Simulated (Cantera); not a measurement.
Input: 1 mol SiH2Cl2, 0.35 mol C2H4, 100 mol H2, equilibrated at 2177 °C and 133 Pa.

These are equilibrium values from Cantera (NASA tables, ideal gas, pure condensed phases), not measurements of a reactor. Candidate condensed phases: C, C6H6, C7H8, C8H18, Si, SiC; 109 gas species. The tables' values for SiCl are old estimates; treat these amounts as uncertain. Kinetics and transport are ignored.

Base state: H2 0.562, H 0.413, HCl 0.0100, Si 0.00694, Cl 0.00522, C2H2 (acetylene) 0.00189, SiC2 0.000597, C2H 8.91e-5 (mole fractions); condensed: gas only.

What changes in the equilibrium state with this change: temperature from 2177 °C to 1475 °C?


| species | before | after |
|---|---|---|
| H2 | 0.562 | 0.974 |
| HCl | 0.0100 | 0.0172 |
| H | 0.413 | 0.00618 |
| Si | 0.00694 | 0.00109 |
| SiC2 | 0.000597 | 4.14e-9 |
| C2H | 8.91e-5 | <1e-9 |
| C2H2 (acetylene) | 0.00189 | 3.91e-8 |
| C3 | 4.01e-5 | <1e-9 |
| C | 3.84e-5 | <1e-9 |
| Si(l), mol | 0 | 0.0646 |
| SiC(s), mol | 0 | 0.699 |
Mutual solubility and eutectic melting of coexisting phases are not modelled. Gases not in the tables: Si2H6 and higher silanes.
